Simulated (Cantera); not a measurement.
Charge: 1 mol CH3Cl, 0.12 mol F2, 0.42 mol H2, equilibrated at 1.50 Pa.

Method: chemical equilibrium by Gibbs-energy minimisation in Cantera with the NASA 1993 tables (ideal gas, pure condensed phases). Candidate condensed phases: C, C6H6, C7H8, C8H18; 118 gas species. Rates play no part.

Problem. At 1875 K, list the 6 most abundant gas species with their mole fractions, and the condensed phases.

Solution. H2 0.441, HCl 0.302, H 0.112, HF 0.0864, Cl 0.0583, C2H2 (acetylene) 0.000140. Condensed: C(graphite).
